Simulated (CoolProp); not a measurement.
Aqueous ethylene glycol as a coolant, 32 % by mass, freezing at -16.2 °C, 1 atm.

Model: Melinder's fits for secondary coolants, in CoolProp.

```tsv
T (°C)	conductivity (W/(m K))	viscosity (mPa s)	density (kg/m³)	cp (kJ/(kg K))
-13.6	0.426	8.19	1052	3.569
-9.7	0.429	6.85	1051	___
-5.7	0.433	5.76	1050	3.595
-1.8	0.437	4.90	___	3.609
2.1	0.440	4.21	1047	3.622
6.1	0.444	___	1046	3.635
10	0.448	3.15	1045	3.648
13.9	0.451	2.77	1043	3.660
17.9	0.455	2.43	1042	3.673
21.8	0.458	2.16	1040	3.685
25.7	0.462	1.94	1038	3.698
29.7	0.465	1.74	1036	___
33.6	0.469	1.57	1035	3.722
37.5	0.472	1.43	1033	3.734
```

Question: Fill in the missing entries.

Answer: 
- -9.7, cp (kJ/(kg K)): 3.582
- -1.8, density (kg/m³): 1049
- 6.1, viscosity (mPa s): 3.62
- 29.7, cp (kJ/(kg K)): 3.710
